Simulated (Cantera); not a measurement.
Cantera run:

```python
import numpy as np
import cantera as ct

gas_names = """
    C CH CH2 CH3 CH2OH CH3O CH4 CH3OH CO CO2 COOH C2 C2H CHCO,ketyl C2H2,acetylene C2H2,vinylidene
    CH2CO,ketene C2H3,vinyl CH3CO,acetyl C2H4 C2H4O,ethylen CH3CHO,ethanal CH3COOH (HCOOH)2 C2H5 C2H6
    CH3OCH3 C2H5OH C2O C3 C3H3,propargyl C3H4,allene C3H4,propyne C3H4,cyclo- C3H5,allyl C3H6,propylene
    C3H6,cyclo- C3H6O C3H7,n-propyl C3H7,i-propyl C3H8 C3H8O,1propanol C3H8O,2propanol C3O2 C4 C4H2
    C4H4,1,3-cyclo- C4H6,butadiene C4H6,2-butyne C4H6,cyclo- C4H8,1-butene C4H8,cis2-buten
    C4H8,tr2-butene C4H8,isobutene C4H8,cyclo- (CH3COOH)2 C4H9,n-butyl C4H9,i-butyl C4H9,s-butyl
    C4H9,t-butyl C4H10,isobutane C4H10,n-butane C5 C5H6,1,3cyclo- C5H8,cyclo- C5H10,1-pentene
    C5H10,cyclo- C5H11,pentyl C5H11,t-pentyl C5H12,n-pentane C5H12,i-pentane CH3C(CH3)2CH3 C6H2
    C6H5,phenyl C6H5O,phenoxy C6H6 C6H5OH,phenol C6H10,cyclo- C6H12,1-hexene C6H12,cyclo- C6H13,n-hexyl
    C7H7,benzyl C7H8 C7H8O,cresol C7H14,1-heptene C7H15,n-heptyl C7H16,n-heptane C8H8,styrene
    C8H10,ethylbenz C8H16,1-octene C8H17,n-octyl C8H18,isooctane C8H18,n-octane C9H19,n-nonyl
    C10H8,naphthale C10H21,n-decyl C12H9,o-bipheny C12H10,bipheny H HCO HO2 H2 HCHO,formaldehy HCOOH H2O
    H2O2 O OH O2 O3 Si SiC SiC2 SiC4H12 SiH SiH2 SiH3 SiH4 SiO SiO2 Si2 Si2C Si3
""".split()
cond_names = """
    C(gr) C6H6(L) C7H8(L) C8H18(L),n-octa H2O(s) H2O(L) Si(cr) Si(L) SiC(b) SiO2(Lqz) SiO2(hqz) SiO2(L)
""".split()


def load(file, names, dense=False):
    # The tables refer to 1 bar. Condensed volumes are neglected.
    table = {s.name: s for s in ct.Species.list_from_file(file)}
    out = []
    for n in names:
        d = dict(table[n].input_data)
        d["thermo"] = dict(d["thermo"], **{"reference-pressure": 1e5})
        if dense:
            d["equation-of-state"] = {"model": "constant-volume", "density": "1e6 g/cm^3"}
        out.append(ct.Species.from_dict(d))
    return out


gas = ct.Solution(thermo="ideal-gas", species=load("nasa_gas.yaml", gas_names))
cond = {s.name: ct.Solution(thermo="fixed-stoichiometry", species=[s], name=s.name)
        for s in load("nasa_condensed.yaml", cond_names, dense=True)}
atoms = {
    'TEOS': {'Si': 1, 'C': 8, 'H': 20, 'O': 4},
    'H2O': {'H': 2, 'O': 1},
}
top_T = {'C(gr)': 4500, 'SiC(b)': 3050}  # K; cautious upper limits of use, not melting points


def equilibrate(T, P, feed):
    n = {}
    for name, mol in feed.items():
        for a, k in atoms[name].items():
            n[a] = n.get(a, 0.0) + k * mol
    gas.TPX = T, P, n
    mass = sum(n.values()) * gas.mean_molecular_weight
    gas.equilibrate("TP")
    valid = [c for c in cond.values() if c.min_temp <= T <= top_T.get(c.name, c.max_temp)]
    mix = ct.Mixture([(gas, mass / gas.mean_molecular_weight)] + [(c, 0.0) for c in valid])
    mix.T, mix.P = T, P
    mix.equilibrate("TP", solver="vcs", rtol=1e-11, max_steps=5000)
    return mix


results = []
feed = {'TEOS': 1, 'H2O': 15}  # mol
P = 82000  # Pa
for T in [623, 648, 673, 698, 723, 748, 773, 798, 823, 848, 873, 898, 923, 948]:
    mix = equilibrate(T, P, feed)
    results.append((T, P, feed, dict(zip(mix.species_names, mix.species_moles))))

top = {s: max(r[3][s] / sum(r[3][g] for g in gas_names) for r in results) for s in gas_names}
cols = sorted((s for s in top if top[s] > 0.0001), key=lambda s: -top[s])[:8]
seen = [c for c in cond_names if any(r[3].get(c, 0) > 1e-12 for r in results)]
print("log10 of partial pressures in bar; condensed amounts in mol")
print(f"{'T/K':>10s}" + "".join(f"{s[:9]:>10s}" for s in cols + seen))
for T, P, feed, n in results:
    ng = sum(n[g] for g in gas_names)
    print(f"{T:10.4g}" + "".join(f"{np.log10(max(n[s] / ng * P / 1e5, 1e-99)):10.3f}" for s in cols)
          + "".join(f"{n.get(c, 0):10.4g}" for c in seen))
```

It prints:

```
log10 of partial pressures in bar; condensed amounts in mol
       T/K        H2       H2O       CH4        CO       CO2 SiO2(Lqz) SiO2(hqz)
       623    -1.150    -0.346    -0.686    -3.167    -1.037         1         0
       648    -1.024    -0.365    -0.707    -2.877    -1.017         1         0
       673    -0.911    -0.388    -0.733    -2.606    -0.996         1         0
       698    -0.812    -0.416    -0.765    -2.353    -0.976         1         0
       723    -0.724    -0.448    -0.804    -2.118    -0.958         1         0
       748    -0.647    -0.485    -0.852    -1.900    -0.944         1         0
       773    -0.579    -0.525    -0.910    -1.701    -0.937         1         0
       798    -0.521    -0.569    -0.982    -1.522    -0.939         1         0
       823    -0.471    -0.615    -1.072    -1.365    -0.951         1         0
       848    -0.430    -0.661    -1.185    -1.231    -0.973         0         1
       873    -0.397    -0.705    -1.327    -1.122    -1.004         0         1
       898    -0.372    -0.742    -1.503    -1.038    -1.041         0         1
       923    -0.355    -0.769    -1.716    -0.976    -1.080         0         1
       948    -0.345    -0.785    -1.962    -0.933    -1.116         0         1
```

Cantera equilibrium calculation (NASA polynomials, part measured and part estimated; ideal gas, pure solids and liquids). The feed counts by its element totals alone.
